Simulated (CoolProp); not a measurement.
R245ca along the isobar 3190 kPa: Z from the reference equation and from simpler models built on Tc = 174.4 °C, pc = 3941 kPa, ω = 0.355; each cubic takes its own stable root.

Computed with CoolProp (reference Helmholtz-energy equation of state, Zhou 2016).

```json
[
 {"T (°C)": "-54.05", "phase": "liquid", "reference": "0.1488"},
 {"T (°C)": "-35.85", "phase": "liquid", "reference": "0.1411"},
 {"T (°C)": "-17.65", "phase": "liquid", "reference": "0.1346"},
 {"T (°C)": "0.55", "phase": "liquid", "reference": "0.1293"},
 {"T (°C)": "18.75", "phase": "liquid", "reference": "0.1250"},
 {"T (°C)": "36.95", "phase": "liquid", "reference": "0.1215"},
 {"T (°C)": "55.15", "phase": "liquid", "reference": "0.1188"},
 {"T (°C)": "73.35", "phase": "liquid", "reference": "0.1170"},
 {"T (°C)": "91.55", "phase": "liquid", "reference": "0.1161"},
 {"T (°C)": "109.65", "phase": "liquid", "reference": "0.1164"},
 {"T (°C)": "127.85", "phase": "liquid", "reference": "0.1184"},
 {"T (°C)": "146.05", "phase": "liquid", "reference": "0.1238"},
 {"T (°C)": "164.25", "phase": "gas", "reference": "0.5280"}
]
```

How far does each simpler model (van der Waals, Soave-Redlich-Kwong) lie from the reference over these 13 states: mean and median of the absolute difference, and the worst?


- van der Waals: mean 61.1 %, median 63.8 %, worst +68.3 % at 146.05 °C and 3190 kPa
- Soave-Redlich-Kwong: mean 9.8 %, median 8.9 %, worst +18.2 % at 146.05 °C and 3190 kPa
